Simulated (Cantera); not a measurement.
A perfectly stirred reactor is fed with CH4 : C2H6 : O2 : N2 = 1 : 0.06 : 4.42 : 16.6 (molar parts), at 10.0 bar; it is adiabatic with a 350 K inlet, and is followed from long to short residence time, starting on the burning branch (τ in s: 0.055, 0.029, 0.015, 0.0077, 0.004, 0.0021, 0.0011, 0.00057, 0.0003, 0.00015, 8e-05, 4.2e-05, 2.2e-05).

Cantera simulation using GRI-Mech 3.0 (53 species, 325 reactions); the numbers are that mechanism's predictions, not measurements.

**Question.** What does this change do: inlet temperature 350 to 575 K?

**Answer.** 
| quantity | before | after |
|---|---|---|
| blow-out, bracketed by the residence times tried | burning at 4.00 ms, out at 2.10 ms | burning at 0.570 ms, out at 0.300 ms |
| x(CH4) at τ = 55.0 ms | 3.69e-5 | 9.33e-6 |
| x(C2H6) at τ = 55.0 ms | 5.68e-7 | 1.28e-7 |
| x(O2) at τ = 55.0 ms | 0.100 | 0.1000 |
| x(HCN) at τ = 55.0 ms | 1.08e-9 | 2.23e-9 |
| x(HO2) at τ = 55.0 ms | 4.70e-6 | 1.70e-6 |
| x(CH4) at τ = 1.10 ms | 0.0453 | 0.000193 |
| x(C2H6) at τ = 1.10 ms | 0.00272 | 3.27e-6 |
| x(O2) at τ = 1.10 ms | 0.200 | 0.102 |
| x(HCN) at τ = 1.10 ms | <1e-12 | 9.83e-9 |
| x(HO2) at τ = 1.10 ms | <1e-12 | 2.50e-5 |

**Question.** What does this change do: CH4 1 to 1.3 parts?

**Answer.** 
```json
[
 {"quantity": "blow-out, bracketed by the residence times tried", "before": "burning at 4.00 ms, out at 2.10 ms", "after": "burning at 0.300 ms, out at 0.150 ms"},
 {"quantity": "x(CH4) at τ = 55.0 ms", "before": "3.69e-5", "after": "7.96e-6"},
 {"quantity": "x(C2H6) at τ = 55.0 ms", "before": "5.68e-7", "after": "7.68e-8"},
 {"quantity": "x(O2) at τ = 55.0 ms", "before": "0.100", "after": "0.0718"},
 {"quantity": "x(HCN) at τ = 55.0 ms", "before": "1.08e-9", "after": "4.95e-9"},
 {"quantity": "x(HO2) at τ = 55.0 ms", "before": "4.70e-6", "after": "1.62e-6"},
 {"quantity": "x(CH4) at τ = 1.10 ms", "before": "0.0453", "after": "0.000152"},
 {"quantity": "x(C2H6) at τ = 1.10 ms", "before": "0.00272", "after": "1.90e-6"},
 {"quantity": "x(O2) at τ = 1.10 ms", "before": "0.200", "after": "0.0732"},
 {"quantity": "x(HCN) at τ = 1.10 ms", "before": "<1e-12", "after": "2.65e-8"},
 {"quantity": "x(HO2) at τ = 1.10 ms", "before": "<1e-12", "after": "1.87e-5"}
]
```
